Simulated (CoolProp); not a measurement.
Computed with CoolProp (reference Helmholtz-energy equation of state, Jacobsen 1992).

**Question.** For R11, give the phase and the Z, cp (kJ/(kg K)), Joule-Thomson coefficient (K/MPa), viscosity (µPa s) at 338 K and 5.58 MPa; 199.2 K and 0.0172 MPa; 252.9 K and 0.507 MPa.

**Answer.** 
- 338 K and 5.58 MPa: liquid; Z 0.195, cp 0.911, Joule-Thomson coefficient -0.313, viscosity 320
- 199.2 K and 0.0172 MPa: liquid; Z 0.000842, cp 0.809, Joule-Thomson coefficient -0.550, viscosity 1830
- 252.9 K and 0.507 MPa: liquid; Z 0.0210, cp 0.844, Joule-Thomson coefficient -0.488, viscosity 725

Viscosity comes from a separate model (Klein 1997), an estimate that may be off by 10 % or more.
